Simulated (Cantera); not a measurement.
**Equilibrium for silicon etching in halogen gases: Si + Br2**

Charge: 1 mol Si, a varied amount of Br2, equilibrated at 1623.15 K and 2.50 Pa.

Equilibrium computed with Cantera from the NASA thermochemical tables; the gas is ideal and each condensed phase is pure. Candidate condensed phases: Br2, Si; 9 gas species. The tables' values for SiBr, SiBr3 are old estimates; treat these amounts as uncertain. Rates play no part.

```tsv
n(Br2) (mol)	log p Br	log p SiBr2	log p SiBr	log p Si	log p SiBr3	log p Br2	log p Si2	n Si(s)
0.69	-4.99	-4.85	-6.44	-6.80	-8.03	-9.45	-9.35	0.480
1.4	-4.94	-4.88	-6.52	-6.92	-8.02	-9.36	-9.59	0
2.1	-4.76	-5.12	-6.93	-7.52	-8.08	-9.01	-10.78	0
2.8	-4.71	-5.27	-7.14	-7.79	-8.18	-8.89	-11.31	0
3.5	-4.68	-5.39	-7.29	-7.96	-8.27	-8.84	-11.65	0
4.2	-4.67	-5.48	-7.39	-8.08	-8.34	-8.81	-11.89	0
4.9	-4.65	-5.55	-7.48	-8.17	-8.41	-8.79	-12.09	0
5.6	-4.65	-5.62	-7.55	-8.25	-8.46	-8.77	-12.24	0
6.3	-4.64	-5.67	-7.61	-8.32	-8.51	-8.76	-12.38	0
7	-4.64	-5.72	-7.66	-8.38	-8.56	-8.75	-12.49	0
7.7	-4.63	-5.77	-7.71	-8.43	-8.60	-8.74	-12.60	0
8.5	-4.63	-5.81	-7.76	-8.48	-8.64	-8.74	-12.70	0
9.2	-4.63	-5.85	-7.80	-8.52	-8.67	-8.73	-12.78	0
```
log p: log10 of the partial pressure in bar; n: condensed amount in mol.

At 0.69 mol Br2 the condensed part is Si(s). From 1.4 mol Br2 to 9.2 mol Br2 nothing is condensed. The main Si-bearing gas is SiBr2 throughout.
